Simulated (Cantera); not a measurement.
Feed: 1 mol Fe3O4, 5.9 mol CH4, 0.21 mol CO, equilibrated at 1.33 mbar.

Equilibrium computed with Cantera from the NASA thermochemical tables; the gas is ideal and each condensed phase is pure. Candidate condensed phases: C, C6H6, C7H8, C8H18, Fe, Fe(CO)5, FeO, Fe(OH)2, Fe(OH)3, Fe2O3, Fe3O4, H2O; 114 gas species. Iron dissolves carbon and melts from about 1420 K in contact with it, which pure phases cannot show. Condensed phases not in the tables: cementite and carbon dissolved in iron. Rates play no part.

What share of the Fe ends up in condensed phases as a function of T (K), at 1198, 1348, 1498, 1648, 1798, 1948, 2098, 2248?


```json
[
 {"T (K)": "1198", "Fe condensed (%)": "100.0", "as": "Fe(γ)"},
 {"T (K)": "1348", "Fe condensed (%)": "100.0", "as": "Fe(γ)"},
 {"T (K)": "1498", "Fe condensed (%)": "99.9", "as": "Fe(γ)"},
 {"T (K)": "1648", "Fe condensed (%)": "99.0", "as": "Fe(γ)"},
 {"T (K)": "1798", "Fe condensed (%)": "88.2", "as": "Fe(δ)"},
 {"T (K)": "1948", "Fe condensed (%)": "4.4", "as": "Fe(l)"},
 {"T (K)": "2098", "Fe condensed (%)": "0.0", "as": "-"},
 {"T (K)": "2248", "Fe condensed (%)": "0.0", "as": "-"}
]
```
